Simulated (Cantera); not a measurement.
A Cantera script and its output.

```python
import numpy as np
import cantera as ct

gas = ct.Solution("SiF4_NH3_mec.yaml", "gas")
gas.TPX = 1975, 28000, {'NH3': 1, 'H2': 2.6}
reactor = ct.IdealGasConstPressureReactor(gas, energy="off", clone=False)
net = ct.ReactorNet([reactor])
net.rtol, net.atol = 1e-08, 1e-18
show = ['NH3', 'H2', 'N2H4', 'N', 'NH2']
times = np.geomspace(1e-06, 5, 12)

steps = ct.SolutionArray(gas, extra=["t"])
rows = []
print(f"{'t/s':>10s}{'T/K':>9s}{'P/Pa':>11s}" + "".join(f"{s:>11s}" for s in show))
for t in times:
    while net.time < t:
        t_next = net.step()
        steps.append(gas.state, t=t_next)
    rows.append([np.interp(t, steps.t, y) for y in (steps.T, steps.P, *steps(*show).X.T)])
    print(f"{t:10.3e}{rows[-1][0]:9.1f}{rows[-1][1]:11.4g}" + "".join(f"{x:11.3e}" for x in rows[-1][2:]))
rate = np.gradient(steps.T, steps.t)
print("integrator steps:", len(steps.t))
if steps.T.max() > steps.T[0] + 200:
    print(f"time of steepest temperature rise: {steps.t[rate.argmax()]:.4e} s")
gas.TPX = 1975, 28000, {'NH3': 1, 'H2': 2.6}
gas.equilibrate("TP")
print(f"equilibrium (TP): T = {gas.T:.1f} K  " + "  ".join(f"{s} {gas[s].X[0]:.3e}" for s in show))
```

Output:

```
       t/s      T/K       P/Pa        NH3         H2       N2H4          N        NH2
 1.000e-06   1975.0    2.8e+04  2.778e-01  7.222e-01  3.570e-14  9.599e-17  6.569e-07
 4.064e-06   1975.0    2.8e+04  2.778e-01  7.222e-01  9.806e-13  4.128e-14  2.710e-06
 1.652e-05   1975.0    2.8e+04  2.778e-01  7.222e-01  1.864e-11  6.259e-12  1.105e-05
 6.714e-05   1975.0    2.8e+04  2.777e-01  7.222e-01  3.173e-10  5.159e-10  4.486e-05
 2.729e-04   1975.0    2.8e+04  2.775e-01  7.221e-01  5.026e-09  3.308e-08  1.779e-04
 1.109e-03   1975.0    2.8e+04  2.765e-01  7.224e-01  3.252e-08  5.261e-07  4.522e-04
 4.508e-03   1975.0    2.8e+04  2.712e-01  7.256e-01  3.513e-08  6.128e-07  4.701e-04
 1.832e-02   1975.0    2.8e+04  2.507e-01  7.380e-01  3.168e-08  6.175e-07  4.464e-04
 7.447e-02   1975.0    2.8e+04  1.848e-01  7.781e-01  2.115e-08  6.324e-07  3.648e-04
 3.027e-01   1975.0    2.8e+04  6.164e-02  8.529e-01  4.874e-09  6.537e-07  1.752e-04
 1.230e+00   1975.0    2.8e+04  1.911e-03  8.880e-01  3.118e-11  3.611e-07  1.405e-05
 5.000e+00   1975.0    2.8e+04  1.522e-04  8.889e-01  2.313e-13  3.651e-08  1.211e-06
integrator steps: 1119
equilibrium (TP): T = 1975.0 K  NH3 1.614e-06  H2 8.890e-01  N2H4 2.632e-17  N 3.882e-10  NH2 1.285e-08
```

Computed with Cantera and the gas-phase N/H chemistry of the illustrative SiF4/NH3 mechanism in the Surface Chemkin manual (1991). Walls and surfaces, which speed up NH3 decomposition in real reactors, are not modelled.
